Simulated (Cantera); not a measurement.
A Cantera script and its output.

```python
import numpy as np
import cantera as ct

surf = ct.Interface("diamond.yaml", "diamond_100")
gas, bulk = surf.adjacent["gas"], surf.adjacent["diamond"]
k = surf.kinetics_species_index(bulk.species_names[0])
cover = ["c6HH", "c6H*", "c6*H", "c6**", "c6HM", "c6B"]

rows, drift = [], 0.0
print(f"{'P':>10s}{'um/h':>11s}" + "".join(f"{s:>11s}" for s in cover))
for v in [370, 620, 1000, 1700, 2900, 4900, 8200, 14000]:
    T, P, xH, xCH3 = 1275, v, 0.0015, 0.00063
    gas.TPX = T, P, {"H": xH, "CH3": xCH3, "CH4": 0.014, "H2": 1 - xH - xCH3 - 0.014}
    surf.TP = bulk.TP = T, P
    surf.coverages = "c6H*:0.1, c6HH:0.9"
    surf.advance_coverages(100.0)
    before = surf.coverages
    surf.advance_coverages(100.0)
    drift = max(drift, np.max(np.abs(surf.coverages - before) / (surf.coverages + 1e-9)))
    rate = surf.net_production_rates[k] * bulk.mean_molecular_weight / bulk.density * 3.6e9
    rows.append([rate, *surf[cover].coverages])
    print(f"{v:10.4g}{rate:11.4e}" + "".join(f"{x:11.3e}" for x in rows[-1][1:]))
```

Output:

```
         P       um/h       c6HH       c6H*       c6*H       c6**       c6HM        c6B
       370 1.2963e-01  4.190e-01  4.507e-02  5.026e-01  3.018e-02  1.438e-04  3.518e-10
       620 2.6255e-01  4.189e-01  4.505e-02  5.023e-01  2.990e-02  2.512e-04  7.124e-10
      1000 4.8556e-01  4.188e-01  4.502e-02  5.019e-01  2.968e-02  4.168e-04  1.318e-09
      1700 9.3681e-01  4.186e-01  4.498e-02  5.015e-01  2.950e-02  7.227e-04  2.542e-09
      2900 1.8054e+00  4.182e-01  4.493e-02  5.009e-01  2.936e-02  1.243e-03  4.899e-09
      4900 3.4927e+00  4.176e-01  4.486e-02  5.001e-01  2.924e-02  2.093e-03  9.478e-09
      8200 6.8909e+00  4.167e-01  4.476e-02  4.988e-01  2.913e-02  3.448e-03  1.870e-08
   1.4e+04 1.4577e+01  4.152e-01  4.458e-02  4.966e-01  2.898e-02  5.692e-03  3.956e-08
```

Model: the Harris–Goodwin 1993 mechanism for the reconstructed diamond (100) surface, integrated in Cantera.
